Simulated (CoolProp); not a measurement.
A single-stage vapour-compression cycle with the fluid: evaporating at 220.15 K (dew point), condensing at 245.15 K (bubble point), superheat 5 K, subcooling 8 K, compressor efficiency 0.8, no pressure losses. The same conditions are run with several fluids, on thermodynamics alone (safety and materials aside).

Model: reference Helmholtz-energy equation of state of each fluid (R143a: Lemmon and Jacobsen 2000; R134a: Tillner-Roth 1994; ethane: Bücker 2006; vinyl chloride: Thol 2022; CH3F (R41): Lemmon 2006; R13: Platzer 1990), in CoolProp. The equations of Platzer and Polt are older, rougher fits.

```
fluid           cooling COP  pressure ratio  discharge temperature (K)  refrigerating effect (kJ/kg)  volumetric capacity (kJ/m³)
--------------  -----------  --------------  -------------------------  ----------------------------  ---------------------------
R143a                     ?            3.04                      266.9                           212                            ?
R134a                  6.73            3.76                      270.1                           216                          295
ethane                 6.42            2.28                      271.7                             ?                         3490
vinyl chloride         6.56            3.78                      296.8                           365                            ?
CH3F (R41)                ?            2.56                          ?                           419                         2850
R13                       ?            2.40                          ?                           121                         2760
```

**Question.** Some entries are withheld; supply them.

**Answer.** 
- R143a, cooling COP: 6.70
- R143a, volumetric capacity (kJ/m³): 756
- ethane, refrigerating effect (kJ/kg): 397
- vinyl chloride, volumetric capacity (kJ/m³): 177
- CH3F (R41), cooling COP: 6.37
- CH3F (R41), discharge temperature (K): 290.3
- R13, cooling COP: 6.47
- R13, discharge temperature (K): 264.6
